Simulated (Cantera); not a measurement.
Feed: 1 mol FeS₂, 0.1 mol O₂, 7.7 mol N₂, 3 mol H₂S, at 1898 K and 1430 Torr.

Method: chemical equilibrium by Gibbs-energy minimisation in Cantera with the NASA 1993 tables (ideal gas, pure condensed phases). Candidate condensed phases: Fe, FeO, Fe(OH)₂, Fe(OH)₃, FeS, FeSO₄, FeS₂, Fe₂O₃, Fe₂(SO₄)₃, Fe₃O₄, H₂O, H₂SO₄, S; 38 gas species. FeS: taken at fixed stoichiometry. The numbers say what is thermodynamically allowed, not how fast it happens.

Base state: N₂ 0.625, H₂ 0.161, S₂ 0.127, H₂S 0.0625, H₂O 0.0158, SH 0.00804, S 0.000406, SO 0.000251 (mole fractions); condensed: FeS(l).

What changes in the equilibrium state with this change: O₂ from 0.1 to 0.49 mol?


```csv
species,before,after
N₂,0.625,0.619
S₂,0.127,0.131
H₂,0.161,0.119
H₂O,0.0158,0.0722
H₂S,0.0625,0.0468
SO₂,5.62e-5,0.00221
S₂O,8.71e-5,0.000562
SO,0.000251,0.00159
H,0.000228,0.000195
SH,0.00804,0.00702
"FeS(l), mol",1.000,1.000
```

What changes in the equilibrium state with this change: H₂S from 3 to 0.22 mol?


```tsv
species	before	after
N₂	0.625	0.901
S₂	0.127	0.0651
H₂O	0.0158	0.0114
H₂	0.161	0.0106
H₂S	0.0625	0.00296
SO₂	5.62e-5	0.00479
SO	0.000251	0.00196
S₂O	8.71e-5	0.000489
SH	0.00804	0.00148
FeS(l), mol	1.000	1.000
```
